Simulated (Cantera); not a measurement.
# Halide evaporation, hydrolysis and transport: KCl + HF + N2 + HCl

Charge: 1 mol KCl, 0.2 mol HF, a varied amount of N2, 0.066 mol HCl, at 0.133 bar.

Method: chemical equilibrium by Gibbs-energy minimisation in Cantera with the NASA 1993 tables (ideal gas, pure condensed phases). Candidate condensed phases: K, KCl, KF, KHF2, NH4Cl; 33 gas species. The numbers say what is thermodynamically allowed, not how fast it happens.

Map the stable condensed phases over T = 1025, 1050, 1075, 1100, 1125, 1150, 1175, 1200, 1225, 1250, 1275, 1300 K and n(N2) in mol = 54, 62, 72, 83, 95, 110, 130, 150, 170, 200, 230, 260.


```
T in K \ n(N2) in mol
          54  62  72  83  95 110 130 150 170 200 230 260
   1300    A   A   A   A   A   A   A   A   A   A   A   A
   1275    A   A   A   A   A   A   A   A   A   A   A   A
   1250    A   A   A   A   A   A   A   A   A   A   A   A
   1225    A   A   A   A   A   A   A   A   A   A   A   A
   1200    A   A   A   A   A   A   A   A   A   A   A   A
   1175    A   A   A   A   A   A   A   A   A   A   A   A
   1150    A   A   A   A   A   A   A   A   A   A   A   A
   1125    A   A   A   A   A   A   A   A   A   A   A   A
   1100    B   B   A   A   A   A   A   A   A   A   A   A
   1075    B   B   B   B   B   A   A   A   A   A   A   A
   1050    B   B   B   B   B   B   B   B   A   A   A   A
   1025    B   B   B   B   B   B   B   B   B   B   B   B
```
A: gas only; B: KCl.
